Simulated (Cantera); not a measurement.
A Cantera script and its output.

```python
import numpy as np
import cantera as ct

gas = ct.Solution("h2o2.yaml")
gas.TPX = 1100, 2666, {'H2': 0.057, 'O2': 1}
inlet = ct.Reservoir(gas, clone=True)

reactor = ct.IdealGasConstPressureReactor(gas, energy="off", clone=False)
exhaust = ct.Reservoir(gas, clone=True)
tau = [29, 11, 4.2, 1.6, 0.6, 0.23, 0.086, 0.033, 0.012, 0.0047][0]
for a, b in ((inlet, reactor), (reactor, exhaust)):
    ct.MassFlowController(a, b, mdot=lambda t: reactor.mass / tau)
net = ct.ReactorNet([reactor])
show = ['H2', 'O2', 'O', 'H2O', 'HO2', 'OH']

rows = []
print(f"{'tau/s':>10s}{'T/K':>9s}" + "".join(f"{s:>11s}" for s in show))
for tau in [29, 11, 4.2, 1.6, 0.6, 0.23, 0.086, 0.033, 0.012, 0.0047]:
    net.initial_time = 0.0
    net.advance(30 * tau)
    before = gas.X
    net.advance(40 * tau)
    drift = np.max(np.abs(gas.X - before) / (gas.X + 1e-9))
    rows.append([gas.T, *gas[show].X, drift])
    print(f"{tau:10.3e}{gas.T:9.1f}" + "".join(f"{x:11.3e}" for x in gas[show].X))
```

It prints:

```
     tau/s      T/K         H2         O2          O        H2O        HO2         OH
 2.900e+01   1100.0  2.561e-05  9.444e-01  9.819e-05  5.532e-02  6.449e-07  1.460e-04
 1.100e+01   1100.0  4.700e-05  9.443e-01  1.872e-04  5.526e-02  1.040e-06  2.022e-04
 4.200e+00   1100.0  8.487e-05  9.441e-01  3.534e-04  5.517e-02  1.612e-06  2.802e-04
 1.600e+00   1100.0  1.514e-04  9.437e-01  6.625e-04  5.503e-02  2.407e-06  3.901e-04
 6.000e-01   1100.0  2.690e-04  9.431e-01  1.238e-03  5.478e-02  3.473e-06  5.490e-04
 2.300e-01   1100.0  4.667e-04  9.419e-01  2.238e-03  5.436e-02  4.769e-06  7.715e-04
 8.600e-02   1100.0  8.169e-04  9.399e-01  3.987e-03  5.360e-02  6.311e-06  1.099e-03
 3.300e-02   1100.0  1.412e-03  9.368e-01  6.683e-03  5.226e-02  7.891e-06  1.549e-03
 1.200e-02   1100.0  2.548e-03  9.318e-01  1.065e-02  4.972e-02  9.410e-06  2.196e-03
 4.700e-03   1100.0  4.504e-03  9.265e-01  1.455e-02  4.579e-02  1.043e-05  2.948e-03
```

Cantera simulation using the H2/O2 subset of GRI-Mech 3.0, which has no nitrogen chemistry; the numbers are that mechanism's predictions, not measurements. Radical loss at walls, strong at low pressure, is not modelled. The temperature is held fixed by assumption; the heat of reaction is taken as removed at once.
